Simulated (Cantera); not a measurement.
# Thermodynamics of aluminium nitride and oxide growth, feed AlBr3 + O2 + H2

Feed: 1 mol AlBr3, 3.6 mol O2, 2.1 mol H2, at 10.0 mbar.

These are equilibrium values from Cantera (NASA tables, ideal gas, pure condensed phases), not measurements of a reactor. Candidate condensed phases: Al, AlBr3, Al2O3, Br2, H2O; 25 gas species. Equilibrium is a limit: real reactors are often held back by kinetics, nucleation or transport.

```csv
T (K),x H2O,x O2,x Br2,x Br,x HBr,n Al2O3(s)
948,0.379,0.333,0.261,0.0154,0.0115,0.500
973,0.376,0.332,0.256,0.0209,0.0143,0.500
998,0.373,0.332,0.250,0.0280,0.0174,0.500
1023,0.369,0.331,0.242,0.0368,0.0210,0.500
1048,0.365,0.330,0.233,0.0475,0.0249,0.500
1073,0.360,0.328,0.223,0.0604,0.0292,0.500
1098,0.354,0.326,0.210,0.0754,0.0337,0.500
1123,0.348,0.324,0.197,0.0927,0.0384,0.500
1148,0.341,0.322,0.182,0.112,0.0431,0.500
1173,0.334,0.319,0.165,0.133,0.0477,0.500
1198,0.327,0.316,0.149,0.156,0.0521,0.500
1223,0.320,0.313,0.131,0.179,0.0561,0.500
1248,0.314,0.309,0.114,0.203,0.0596,0.500
```
x: gas mole fraction; n: condensed amount in mol.

From 948 K to 1248 K the condensed part is Al2O3(s).
